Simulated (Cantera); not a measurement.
Standard-state values (1 bar) from the NASA 1993 polynomials, evaluated with Cantera. Values are per mole of reaction as written; species without (g) are pure solids or liquids, kept so even where they would boil at 1 bar.

C + S2(g) → CS2(g)

```csv
T (K),ΔH° (kJ),ΔS° (J/K),ΔG° (kJ),log10 K
723,-10.2,6.8,-15.1,1.09
923,[?],[?],[?],[?]
1123,-9.9,7.1,-17.9,0.83
1323,-10.0,7.1,-19.3,0.76
1523,-10.2,6.9,-20.7,0.71
1723,[?],[?],[?],[?]
1923,[?],[?],[?],[?]
2123,-11.4,6.3,-24.7,0.61
```

Task: Fill in the missing entries.

Result: 
- 923, ΔH° (kJ): -10.0
- 923, ΔS° (J/K): 7.0
- 923, ΔG° (kJ): -16.5
- 923, log10 K: 0.93
- 1723, ΔH° (kJ): -10.5
- 1723, ΔS° (J/K): 6.7
- 1723, ΔG° (kJ): -22.1
- 1723, log10 K: 0.67
- 1923, ΔH° (kJ): -10.9
- 1923, ΔS° (J/K): 6.5
- 1923, ΔG° (kJ): -23.4
- 1923, log10 K: 0.64
